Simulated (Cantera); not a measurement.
A Cantera script and what it prints.

```python
import numpy as np
import cantera as ct

gas_names = """
    H HO2 H2 H2O H2O2 O OH O2 O3 Ta TaO TaO2
""".split()
cond_names = """
    H2O(s) H2O(L) Ta(cr) Ta(L) Ta2O5(s) Ta2O5(L)
""".split()


# ... load() reads the species with a 1 bar reference pressure and builds the phases ...
atoms = {
    'Ta2O5': {'Ta': 2, 'O': 5},
    'H2': {'H': 2},
    'H2O': {'H': 2, 'O': 1},
}
top_T = {}  # K; cautious upper limits of use, not melting points


# ... equilibrate(T, P, feed) seeds the gas with the atoms and calls Mixture.equilibrate('TP', solver="vcs", rtol=1e-11, max_steps=5000) ...
results = []
feed = {'Ta2O5': 1, 'H2': 2100, 'H2O': 1.8}  # mol
T = 1223  # K
P = 13332.2  # Pa
mix = equilibrate(T, P, feed)
results.append((T, P, feed, dict(zip(mix.species_names, mix.species_moles))))
x = sorted(zip(gas.X, gas.species_names), reverse=True)
print(f"T = {T:g} K  P = {P:g} Pa  gas = {mix.phase_moles(0):.4g} mol")
print("   x: " + "  ".join(f"{s} {v:.3e}" for v, s in x if v > 0.001))
print("   condensed (mol): " + ("  ".join(f"{mix.phase(i).name} {mix.phase_moles(i):.4g}"
      for i in range(1, mix.n_phases) if mix.phase_moles(i) > 1e-12) or "none"))
```

Output:

```
T = 1223 K  P = 13332.2 Pa  gas = 2102 mol
   x: H2 9.991e-01
   condensed (mol): Ta2O5(s) 1
```

Method: chemical equilibrium by Gibbs-energy minimisation in Cantera with the NASA 1993 tables (ideal gas, pure condensed phases).
